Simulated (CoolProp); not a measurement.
Vapour-liquid equilibrium of R134a (1) + R142b (2) at 0.771 MPa; x and y are mole fractions of (1).

The numbers come from the multi-fluid Helmholtz-energy mixture model, Tillner-Roth 1994 and Lemmon 2006; pair parameters Bell 2016 in CoolProp.

```csv
x,bubble temperature (°C),y at the bubble point,dew temperature at overall composition x (°C),liquid density (mol/L)
0.05,52.6,0.091,53.6,10.33
0.2,47.0,0.318,50.0,10.55
0.35,42.4,0.494,46.2,___
0.5,___,0.635,42.2,10.96
0.65,35.5,0.755,38.3,11.15
0.8,32.9,___,___,11.35
0.95,30.7,0.965,31.0,11.56
```

Task: What belongs in the gaps?

Result: 
- 0.35, liquid density (mol/L): 10.76
- 0.5, bubble temperature (°C): 38.7
- 0.8, y at the bubble point: 0.863
- 0.8, dew temperature at overall composition x (°C): 34.4

No azeotrope shows between x = 0.05 and 0.95.

The pair parameters rest on a limited set of measurements; away from them the model extrapolates.
